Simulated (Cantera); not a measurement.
A closed system holds: 1 mol AlCl₃, 1.4 mol O₂, 360 mol N₂, equilibrated at 1348 K.

These are equilibrium values from Cantera (NASA tables, ideal gas, pure condensed phases), not measurements of a reactor. Candidate condensed phases: Al, AlCl₃, AlN, Al₂O₃; 24 gas species. Rates play no part.

Problem. At 0.270 bar, list the 5 most abundant gas species with their mole fractions, and the condensed phases.

Solution. N₂ 0.993, Cl₂ 0.00313, Cl 0.00202, O₂ 0.00177, NO 5.51e-5. Condensed: Al₂O₃(s).
